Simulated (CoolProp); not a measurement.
Model: reference Helmholtz-energy equation of state, Lemmon 2003, in CoolProp. It is a pseudo-pure fit of the blend.

Problem. For R404A, give the phase and the cp (kJ/(kg K)), isothermal compressibility (1/MPa), expansivity (1/kK) at 427.1 K and 1.32 MPa; 496 K and 5.52 MPa; 387.8 K and 3.01 MPa.

Solution. 
- 427.1 K and 1.32 MPa: gas; cp 1.12, isothermal compressibility 0.807, expansivity 2.94
- 496 K and 5.52 MPa: supercritical; cp 1.30, isothermal compressibility 0.204, expansivity 3.44
- 387.8 K and 3.01 MPa: gas; cp 1.24, isothermal compressibility 0.433, expansivity 5.75
